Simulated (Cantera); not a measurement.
## Equilibrium for silicon epitaxy and polysilicon growth: Si₂H₆ + Cl₂ + N₂

Input: 1 mol Si₂H₆, 0.028 mol Cl₂, a varied amount of N₂, equilibrated at 1352 °C and 12.8 Torr.

These are equilibrium values from Cantera (NASA tables, ideal gas, pure condensed phases), not measurements of a reactor. Candidate condensed phases: NH₄Cl, Si, Si₃N₄; 28 gas species. The feed counts by its element totals alone. Kinetics and transport are ignored.

| n(N₂) (mol) | x N₂ | x H₂ | x HCl | x H | x SiCl₂ | n Si₃N₄(s) |
|---|---|---|---|---|---|---|
| 7 | 0.652 | 0.342 | 0.00634 | 0.000316 | 4.91e-5 | 0.667 |
| 11 | 0.761 | 0.234 | 0.00435 | 0.000262 | 3.04e-5 | 0.667 |
| 16 | 0.829 | 0.168 | 0.00312 | 0.000222 | 2.07e-5 | 0.667 |
| 24 | 0.882 | 0.116 | 0.00215 | 0.000184 | 1.37e-5 | 0.667 |
| 37 | 0.922 | 0.0767 | 0.00143 | 0.000150 | 8.81e-6 | 0.667 |
| 55 | 0.947 | 0.0524 | 0.000974 | 0.000124 | 5.91e-6 | 0.667 |
| 84 | 0.965 | 0.0346 | 0.000644 | 0.000101 | 3.86e-6 | 0.667 |
| 130 | 0.977 | 0.0225 | 0.000419 | 8.12e-5 | 2.49e-6 | 0.667 |
x: gas mole fraction; n: condensed amount in mol.

From 7 mol N₂ to 130 mol N₂ the condensed part is Si₃N₄(s). The main Si-bearing gas is SiCl₂ throughout.
